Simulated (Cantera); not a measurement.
Equilibrium for chlorosilane synthesis and conversion: SiCl4 + Cl2 + H2

Feed: 1 mol SiCl4, 1.2 mol Cl2, a varied amount of H2, equilibrated at 1173 K and 0.100 bar.

These are equilibrium values from Cantera (NASA tables, ideal gas, pure condensed phases), not measurements of a reactor. Candidate condensed phases: Si; 19 gas species. The tables' values for SiCl3 are old estimates; treat these amounts as uncertain. Rates play no part.

| n(H2) (mol) | log p H2 | log p HCl | log p SiCl4 | log p Cl2 |
|---|---|---|---|---|
| 0.21 | -11.20 | -1.76 | -1.38 | -1.39 |
| 0.31 | -10.83 | -1.61 | -1.40 | -1.46 |
| 0.45 | -10.46 | -1.47 | -1.42 | -1.55 |
| 0.68 | -9.98 | -1.33 | -1.46 | -1.75 |
| 1 | -9.27 | -1.20 | -1.51 | -2.21 |
| 1.5 | -2.10 | -1.19 | -1.57 | -9.35 |
| 2.2 | -1.65 | -1.26 | -1.65 | -9.94 |
| 3.3 | -1.42 | -1.35 | -1.76 | -10.36 |
| 4.9 | -1.29 | -1.46 | -1.88 | -10.71 |
| 7.3 | -1.20 | -1.58 | -2.02 | -11.04 |
| 11 | -1.14 | -1.72 | -2.18 | -11.37 |
log p: log10 of the partial pressure in bar; nothing condenses.

From 0.21 mol H2 to 11 mol H2 nothing is condensed. The main Si-bearing gas is SiCl4 throughout.
